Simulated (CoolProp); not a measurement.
Model: reference Helmholtz-energy equation of state, Lemmon 2006, in CoolProp. It is a short technical equation, of lower accuracy than the large ones.

**Question.** For acetone, give the phase and the density (kg/m³), cv (kJ/(kg K)), speed of sound (m/s), fugacity coefficient at 536.2 K and 0.521 MPa; 536.2 K and 0.782 MPa.

**Answer.** 
- 536.2 K and 0.521 MPa: gas; density 7.05, cv 1.84, speed of sound 279, fugacity coefficient 0.964
- 536.2 K and 0.782 MPa: gas; density 10.8, cv 1.85, speed of sound 275, fugacity coefficient 0.946
